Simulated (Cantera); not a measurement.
Input (Python, Cantera) and output of one run.

```python
import numpy as np
import cantera as ct

gas_names = [...]  # 131 gases of nasa_gas.yaml made of C, H, Na, O, S
cond_names = """
    C(gr) C6H6(L) C7H8(L) C8H18(L),n-octa H2O(s) H2O(L) H2SO4(L) Na(cr) Na(L) NaOH(a) NaOH(L) NaO2(s)
    Na2CO3(I) Na2CO3(II) Na2CO3(L) Na2O(c) Na2O(a) Na2O(L) Na2O2(a) Na2O2(b) Na2S(1) Na2S(2) Na2S(L)
    Na2SO4(V) Na2SO4(IV) Na2SO4(I) Na2SO4(L) S(cr1) S(cr2) S(L)
""".split()


# ... load() reads the species with a 1 bar reference pressure and builds the phases ...
atoms = {
    'Na2CO3': {'Na': 2, 'C': 1, 'O': 3},
    'H2S': {'H': 2, 'S': 1},
    'CO2': {'C': 1, 'O': 2},
}
top_T = {'C(gr)': 4500, 'NaO2(s)': 800, 'Na2O2(b)': 940}  # K; cautious upper limits of use, not melting points


# ... equilibrate(T, P, feed) seeds the gas with the atoms and calls Mixture.equilibrate('TP', solver="vcs", rtol=1e-11, max_steps=5000) ...
results = []
feed = {'Na2CO3': 1, 'H2S': 3.6, 'CO2': 1.7}  # mol
P = 37000  # Pa
for T in [950, 1000, 1050, 1100, 1150, 1200, 1250, 1300, 1350, 1400, 1450, 1500, 1550, 1600]:
    mix = equilibrate(T, P, feed)
    results.append((T, P, feed, dict(zip(mix.species_names, mix.species_moles))))

top = {s: max(r[3][s] / sum(r[3][g] for g in gas_names) for r in results) for s in gas_names}
cols = sorted((s for s in top if top[s] > 1e-05), key=lambda s: -top[s])[:9]
seen = [c for c in cond_names if any(r[3].get(c, 0) > 1e-12 for r in results)]
print("log10 of partial pressures in bar; condensed amounts in mol")
print(f"{'T/K':>10s}" + "".join(f"{s[:9]:>10s}" for s in cols + seen))
for T, P, feed, n in results:
    ng = sum(n[g] for g in gas_names)
    print(f"{T:10.4g}" + "".join(f"{np.log10(max(n[s] / ng * P / 1e5, 1e-99)):10.3f}" for s in cols)
          + "".join(f"{n.get(c, 0):10.4g}" for c in seen))
```

Output:

```
log10 of partial pressures in bar; condensed amounts in mol
       T/K       CO2       H2S       H2O        CO        S2        H2       SO2       COS        Na   Na2S(1)   Na2S(2)   Na2S(L)
       950    -0.844    -0.883    -1.156    -2.125    -2.158    -2.184    -4.435    -2.323    -9.021         1         0         0
      1000    -0.862    -0.911    -1.132    -1.934    -1.992    -2.048    -4.210    -2.298    -8.202         1         0         0
      1050    -0.884    -0.945    -1.107    -1.777    -1.852    -1.929    -3.993    -2.294    -7.461         1         0         0
      1100    -0.910    -0.987    -1.081    -1.648    -1.735    -1.826    -3.785    -2.310    -6.787         1         0         0
      1150    -0.938    -1.036    -1.057    -1.543    -1.638    -1.737    -3.585    -2.341    -6.172         1         0         0
      1200    -0.969    -1.092    -1.034    -1.457    -1.559    -1.661    -3.395    -2.385    -5.609    0.9999         0         0
      1250    -1.000    -1.152    -1.014    -1.388    -1.494    -1.596    -3.214    -2.439    -5.093    0.9998         0         0
      1300    -1.033    -1.218    -0.997    -1.331    -1.443    -1.542    -3.042    -2.499    -4.619         0    0.9995         0
      1350    -1.065    -1.286    -0.983    -1.284    -1.402    -1.496    -2.880    -2.564    -4.184         0    0.9987         0
      1400    -1.097    -1.357    -0.972    -1.246    -1.371    -1.458    -2.729    -2.631    -3.781         0     0.997         0
      1450    -1.128    -1.430    -0.965    -1.213    -1.347    -1.425    -2.588    -2.699    -3.406         0         0    0.9933
      1500    -1.160    -1.502    -0.961    -1.185    -1.330    -1.398    -2.459    -2.768    -3.069         0         0    0.9862
      1550    -1.194    -1.575    -0.960    -1.161    -1.317    -1.374    -2.343    -2.836    -2.753         0         0    0.9729
      1600    -1.229    -1.646    -0.964    -1.141    -1.309    -1.354    -2.240    -2.904    -2.457         0         0    0.9484
```

Cantera equilibrium calculation (NASA polynomials, part measured and part estimated; ideal gas, pure solids and liquids). Gases not in the tables: S3 to S7.
